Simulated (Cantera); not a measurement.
Input (Python, Cantera):

```python
import numpy as np
import cantera as ct

gas = ct.Solution("gri30.yaml")
gas.TPX = 1250, 101325, {'N2O': 1, 'H2O': 0.084}
inlet = ct.Reservoir(gas, clone=True)

reactor = ct.IdealGasConstPressureReactor(gas, energy="off", clone=False)
exhaust = ct.Reservoir(gas, clone=True)
tau = [0.79, 0.35, 0.16, 0.07, 0.031, 0.014, 0.0062, 0.0027][0]
for a, b in ((inlet, reactor), (reactor, exhaust)):
    ct.MassFlowController(a, b, mdot=lambda t: reactor.mass / tau)
net = ct.ReactorNet([reactor])
show = ['N2O', 'H2O', 'OH', 'NO', 'H2O2']

rows = []
print(f"{'tau/s':>10s}{'T/K':>9s}" + "".join(f"{s:>11s}" for s in show))
for tau in [0.79, 0.35, 0.16, 0.07, 0.031, 0.014, 0.0062, 0.0027]:
    net.initial_time = 0.0
    net.advance(30 * tau)
    before = gas.X
    net.advance(40 * tau)
    drift = np.max(np.abs(gas.X - before) / (gas.X + 1e-9))
    rows.append([gas.T, *gas[show].X, drift])
    print(f"{tau:10.3e}{gas.T:9.1f}" + "".join(f"{x:11.3e}" for x in gas[show].X))
```

Output:

```
     tau/s      T/K        N2O        H2O         OH         NO       H2O2
 7.900e-01   1250.0  3.230e-01  6.160e-02  3.817e-05  3.156e-02  5.288e-08
 3.500e-01   1250.0  4.882e-01  6.598e-02  4.234e-05  2.503e-02  6.393e-08
 1.600e-01   1250.0  6.447e-01  7.012e-02  4.486e-05  1.682e-02  7.254e-08
 7.000e-02   1250.0  7.711e-01  7.347e-02  4.520e-05  9.353e-03  7.885e-08
 3.100e-02   1250.0  8.470e-01  7.548e-02  4.324e-05  4.648e-03  8.569e-08
 1.400e-02   1250.0  8.863e-01  7.652e-02  3.988e-05  2.199e-03  9.912e-08
 6.200e-03   1250.0  9.060e-01  7.704e-02  3.588e-05  9.991e-04  1.232e-07
 2.700e-03   1250.0  9.152e-01  7.728e-02  3.168e-05  4.528e-04  1.537e-07
```

Detailed kinetics in Cantera: GRI-Mech 3.0 (53 species, 325 reactions). GRI-Mech 3.0 was tuned for natural gas; its chemistry of N2O as a main component is partial and can be far from experiment. The mechanism lacks the step 2 NO + O2 → 2 NO2, which can matter for NO2 below about 1400 K. The temperature is held fixed by assumption; the heat of reaction is taken as removed at once.
